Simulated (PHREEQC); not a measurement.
**Acid mine or pickling water (model solution)**

A made-up water analysis in mmol/kgw, 45 °C, pH 2.44: Na 62.2; K 0.0703; Ca 0.181; Mg 12; Cl 20.6; S(6) 36.4; Si 0.291; Mn(2) 0.021.

Cl is adjusted to close the charge balance.
Valence states are taken as typed.

Model: Pitzer model, pitzer.dat, run in PHREEQC.

Each row changes one thing in this solution. This is a speciation only: nothing precipitates in the calculation.

| case | ionic strength (mol/kgw) | SO4-2 (mol/kgw) | HSO4- (mol/kgw) | H3SiO4- (mol/kgw) | SI of SiO2(a) (SiO2) | SI of Gypsum (CaSO4:2H2O) |
|---|---|---|---|---|---|---|
| as made | 0.134 | 0.0300 | 0.00645 | 3.19e-11 | -1.03 | -1.88 |
| all concentrations times 2 at the same typed pH | 0.265 | (withheld) | 0.0103 | 7.26e-11 | -0.72 | -1.54 |
| Mg from 12 to 36 mmol/kgw | 0.207 | (withheld) | 0.00500 | 3.57e-11 | -1.02 | -1.99 |
| K from 0.0703 to 0.141 mmol/kgw | 0.134 | 0.0300 | (withheld) | 3.19e-11 | -1.03 | -1.88 |

### Question
What belongs in the gaps?

### Answer

- all concentrations times 2 at the same typed pH, SO4-2 (mol/kgw): 0.0625
- Mg from 12 to 36 mmol/kgw, SO4-2 (mol/kgw): 0.0314
- K from 0.0703 to 0.141 mmol/kgw, HSO4- (mol/kgw): 0.00644

Species that the database lacks are ignored. Constants without temperature data keep their 25 °C values here.
